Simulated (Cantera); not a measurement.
# Ignition delay

Mixture: CO : H₂ : CH₄ : O₂ : N₂ : CO₂ = 1 : 0.47 : 0.96 : 1.56 : 5.87 : 1.7 (molar parts), at 1.01 bar, adiabatic and at constant volume. Ignition delay is the time to a rise of 400 K.

Detailed kinetics in Cantera: GRI-Mech 3.0 (53 species, 325 reactions).

```json
[
 {"T0 (K)": "1250", "delay (ms)": "2.68"},
 {"T0 (K)": "1350", "delay (ms)": "1.15"},
 {"T0 (K)": "1450", "delay (ms)": "0.533"},
 {"T0 (K)": "1550", "delay (ms)": "0.271"},
 {"T0 (K)": "1650", "delay (ms)": "0.150"},
 {"T0 (K)": "1750", "delay (ms)": "0.0888"},
 {"T0 (K)": "1850", "delay (ms)": "0.0552"},
 {"T0 (K)": "1950", "delay (ms)": "0.0357"},
 {"T0 (K)": "2050", "delay (ms)": "0.0239"}
]
```

apparent activation energy between 1850 and 2050 K: 130 kJ/mol
